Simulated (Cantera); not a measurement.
An isothermal, constant-pressure homogeneous reactor starts with 3.84 % CH4, 96.0 % H2, 0.115 % N2, at 1875 K and 0.0120 bar.

Model: GRI-Mech 3.0 (53 species, 325 reactions), integrated in Cantera. GRI-Mech 3.0 stops at C3 and has no aromatics, soot or wall deposition, so with more carbon than oxygen in the feed, carbon stays in small species such as C2H2 where larger ones or solid carbon would form. Radical loss at walls, strong at low pressure, is not modelled.

x: mole fraction; the columns are a selection and need not sum to one.

```csv
t (s),x CH4,x H2,x C2H6,x C2H2,x H,x CH3
5.00e-5,0.0384,0.960,3.76e-12,<1e-12,5.60e-6,4.87e-6
0.000136,0.0384,0.960,8.24e-11,1.18e-12,1.56e-5,1.29e-5
0.000370,0.0384,0.960,___,8.16e-11,4.27e-5,3.46e-5
0.00100,0.0383,0.960,___,5.33e-9,0.000117,9.34e-5
0.00273,0.0381,0.960,___,3.62e-7,0.000317,0.000252
0.00743,0.0376,0.960,___,2.37e-5,0.000861,0.000673
0.0202,0.0349,0.959,___,0.000779,0.00214,0.00155
0.0549,0.0245,0.964,___,0.00573,0.00331,0.00167
0.149,0.0113,0.970,___,0.0125,0.00389,0.000906
0.406,0.00361,0.974,___,0.0165,0.00469,0.000348
1.10,0.000976,0.974,___,0.0179,0.00547,0.000110
3.00,0.000282,0.974,6.72e-10,0.0183,0.00586,3.39e-5
```

Problem. Complete the blanks.

Solution. 
- 0.000370, x C2H6: 1.38e-9
- 0.00100, x C2H6: 1.64e-8
- 0.00273, x C2H6: 1.38e-7
- 0.00743, x C2H6: 8.64e-7
- 0.0202, x C2H6: 3.10e-6
- 0.0549, x C2H6: 2.68e-6
- 0.149, x C2H6: 6.89e-7
- 0.406, x C2H6: 8.65e-8
- 1.10, x C2H6: 7.41e-9
